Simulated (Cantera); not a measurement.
A perfectly stirred reactor is fed with CO : H2 : O2 : N2 : H2O = 1 : 0.8 : 0.643 : 2.42 : 0.69 (molar parts), equivalence ratio 1.4, at 10.0 bar; it is adiabatic with a 673 K inlet, and is followed from long to short residence time, starting on the burning branch (τ in s: 0.16, 0.046, 0.013, 0.0039, 0.0011, 0.00032, 9.3e-05, 2.7e-05, 7.8e-06).

Detailed kinetics in Cantera: GRI-Mech 3.0 (53 species, 325 reactions). The hydrogen kinetics of GRI-Mech 3.0 are dated; newer H2 mechanisms differ, most at raised pressure.

Task: What does this change do: pressure from 10.0 bar to 1.00 bar?

Result: 
```csv
quantity,before,after
"blow-out, bracketed by the residence times tried","burning at 7.80 µs, the shortest tried","burning at 27.0 µs, out at 7.80 µs"
x(CO) at τ = 0.160 s,0.0766,0.0775
x(H2) at τ = 0.160 s,0.0286,0.0295
x(O2) at τ = 0.160 s,8.25e-5,0.000695
x(N2O) at τ = 0.160 s,3.66e-8,2.88e-8
x(NO) at τ = 0.160 s,0.000253,0.000565
x(CO) at τ = 1.10 ms,0.0776,0.0845
x(H2) at τ = 1.10 ms,0.0290,0.0360
x(O2) at τ = 1.10 ms,0.000782,0.00824
x(N2O) at τ = 1.10 ms,7.18e-8,4.05e-8
x(NO) at τ = 1.10 ms,0.000102,6.48e-5
```

Task: What does this change do: inlet temperature 673 to 575 K?

Result: 
| quantity | before | after |
|---|---|---|
| blow-out, bracketed by the residence times tried | burning at 7.80 µs, the shortest tried | burning at 7.80 µs, the shortest tried |
| x(CO) at τ = 0.160 s | 0.0766 | 0.0757 |
| x(H2) at τ = 0.160 s | 0.0286 | 0.0292 |
| x(O2) at τ = 0.160 s | 8.25e-5 | 4.22e-5 |
| x(N2O) at τ = 0.160 s | 3.66e-8 | 2.10e-8 |
| x(NO) at τ = 0.160 s | 0.000253 | 0.000139 |
| x(CO) at τ = 1.10 ms | 0.0776 | 0.0767 |
| x(H2) at τ = 1.10 ms | 0.0290 | 0.0296 |
| x(O2) at τ = 1.10 ms | 0.000782 | 0.000731 |
| x(N2O) at τ = 1.10 ms | 7.18e-8 | 5.89e-8 |
| x(NO) at τ = 1.10 ms | 0.000102 | 6.07e-5 |
